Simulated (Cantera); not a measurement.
A perfectly stirred reactor is fed with 4.61 % CH3OH, 14.3 % O2, 81.0 % N2, at 1.00 bar; it is held at 1075 K, and followed from long to short residence time.

Cantera simulation using GRI-Mech 3.0 (53 species, 325 reactions); the numbers are that mechanism's predictions, not measurements. GRI-Mech 3.0 was tuned for natural gas; its chemistry of methanol as a main component is partial and can be far from experiment. The temperature is held fixed by assumption; the heat of reaction is taken as removed at once.

x: mole fraction; the columns are a selection and need not sum to one.

```
τ (s)     x CH3OH    x O2    x N2O   x CH2CO     x CH3     x CO2
-------  --------  ------  -------  --------  --------  --------
13        6.19e-5  0.0734  3.56e-7    <1e-12  3.06e-11    0.0434
4.2      0.000127  0.0742  2.61e-7  2.62e-12  8.97e-11    0.0417
1.4      0.000267  0.0760  1.52e-7  1.78e-11  2.56e-10    0.0384
0.48          ___  0.0797      ___  1.24e-10  6.45e-10       ___
0.16      0.00169  0.0872  2.56e-8  7.13e-10   1.31e-9    0.0214
0.055     0.00511  0.0984  9.47e-9   2.03e-9   1.89e-9    0.0110
0.019         ___     ___      ___       ___       ___       ___
0.0063     0.0371   0.137  1.10e-9  8.09e-11  7.87e-10  0.000140
0.0021     0.0461   0.143   <1e-12    <1e-12   2.16e-9   8.41e-9
0.00071    0.0461   0.143   <1e-12    <1e-12   1.94e-9   2.84e-9
0.00024    0.0461   0.143   <1e-12    <1e-12   1.47e-9  9.61e-10
```

**Question.** Fill in the missing entries.

**Answer.** 
- 0.48, x CH3OH: 0.000607
- 0.48, x N2O: 7.17e-8
- 0.48, x CO2: 0.0321
- 0.019, x CH3OH: 0.0134
- 0.019, x O2: 0.112
- 0.019, x N2O: 4.25e-9
- 0.019, x CH2CO: 2.43e-9
- 0.019, x CH3: 2.25e-9
- 0.019, x CO2: 0.00409
